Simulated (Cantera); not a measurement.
# Halide evaporation, hydrolysis and transport: CuF2 + O2 + H2

Feed: 1 mol CuF2, 0.073 mol O2, 440 mol H2, equilibrated at 0.0490 bar.

These are equilibrium values from Cantera (NASA tables, ideal gas, pure condensed phases), not measurements of a reactor. Candidate condensed phases: Cu, CuF2, CuO, Cu(OH)2, Cu2O, H2O; 27 gas species. Kinetics and transport are ignored.

From 427 °C to 1027 °C the condensed part is Cu(s). From 1127 °C to 1327 °C the condensed part is Cu(l). From 1427 °C to 1627 °C nothing is condensed.

```
T (°C)   x H2     x HF       x H      x Cu     x H2O  n Cu(s)  n Cu(l)
------  -----  -------  --------  --------  --------  -------  -------
427     0.995  0.00454    <1e-12    <1e-12  0.000331     1.00        0
527     0.995  0.00454  1.31e-11    <1e-12  0.000331     1.00        0
627     0.995  0.00454  5.27e-10  3.68e-12  0.000331     1.00        0
727     0.995  0.00454   1.02e-8  3.18e-10  0.000331     1.00        0
827     0.995  0.00454   1.17e-7   1.21e-8  0.000331    1.000        0
927     0.995  0.00454   8.89e-7   2.51e-7  0.000331    1.000        0
1027    0.995  0.00454   4.99e-6   3.22e-6  0.000331    0.999        0
1127    0.995  0.00453   2.19e-5   2.75e-5  0.000331        0    0.988
1227    0.995  0.00453   7.93e-5  0.000168  0.000331        0    0.926
1327    0.994  0.00453  0.000245  0.000811  0.000331        0    0.641
1427    0.992  0.00452  0.000663   0.00226  0.000330        0        0
1527    0.991  0.00452   0.00161   0.00226  0.000330        0        0
1627    0.989  0.00452   0.00357   0.00226  0.000330        0        0
```
x: gas mole fraction; n: condensed amount in mol.
